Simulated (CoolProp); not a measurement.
Model: reference Helmholtz-energy equation of state, Lemmon 2006, in CoolProp. It is a short technical equation, of lower accuracy than the large ones.

Task: For carbonyl sulfide, give the phase and the cp (kJ/(kg K)), cv (kJ/(kg K)), speed of sound (m/s), isothermal compressibility (1/MPa) at -72.45 °C and 5650 kPa.

Result: 
- -72.45 °C and 5650 kPa: liquid; cp 1.16, cv 0.718, speed of sound 1160, isothermal compressibility 0.000971
